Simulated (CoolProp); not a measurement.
Values from CoolProp's reference Helmholtz-energy equation of state, Lemmon 2006. It is a short technical equation, of lower accuracy than the large ones.

Problem. Give the vapour pressure (bar), vapour density (kg/m³), enthalpy of vaporisation (kJ/kg), liquid cp (kJ/(kg K)) of saturated acetone at 303.9, 319.3, 329.7 K.

Solution. 
```tsv
T (K)	p (bar)	vapour density (kg/m³)	enthalpy of vaporisation (kJ/kg)	liquid cp (kJ/(kg K))
303.9	0.392	0.927	528	2.16
319.3	0.713	1.63	512	2.20
329.7	1.03	2.30	501	2.23
```
